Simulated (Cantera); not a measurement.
Charge: 1 mol MgSO4, 8.2 mol H2O, 0.028 mol CO2, equilibrated at 375 °C and 1.00 bar.

These are equilibrium values from Cantera (NASA tables, ideal gas, pure condensed phases), not measurements of a reactor. Candidate condensed phases: C, C6H6, C7H8, C8H18, H2O, H2SO4, Mg, MgCO3, MgO, Mg(OH)2, MgS, MgSO4, S; 130 gas species. Kinetics and transport are ignored.

Base state: H2O 0.997, CO2 0.00340 (mole fractions); condensed: MgSO4(s).

Q: What changes in the equilibrium state with this change: temperature from 375 °C to 1702 °C?

A: 
```json
[
 {"species": "H2O", "before": "0.997", "after": "0.839"},
 {"species": "SO2", "before": "<1e-9", "after": "0.102"},
 {"species": "O2", "before": "<1e-9", "after": "0.0508"},
 {"species": "Mg(OH)2", "before": "<1e-9", "after": "2.69e-5"},
 {"species": "OH", "before": "<1e-9", "after": "0.00367"},
 {"species": "H2", "before": "<1e-9", "after": "0.000887"},
 {"species": "SO3", "before": "<1e-9", "after": "0.000139"},
 {"species": "O", "before": "<1e-9", "after": "0.000124"},
 {"species": "SO", "before": "<1e-9", "after": "5.37e-5"},
 {"species": "MgSO4(s), mol", "before": "1.00", "after": "0"},
 {"species": "MgO(s), mol", "before": "0", "after": "1.000"}
]
```

Q: What changes in the equilibrium state with this change: MgSO4 replaced by Ca(OH)2?

A: 
| species | before | after |
|---|---|---|
| H2O | 0.997 | 1.000 |
| CO2 | 0.00340 | 2.15e-5 |
| MgSO4(s), mol | 1.00 | 0 |
| CaCO3(calcite), mol | 0 | 0.0278 |
| Ca(OH)2(s), mol | 0 | 0.972 |
Further candidate phases: Ca, CaCO3, CaO, Ca(OH)2.
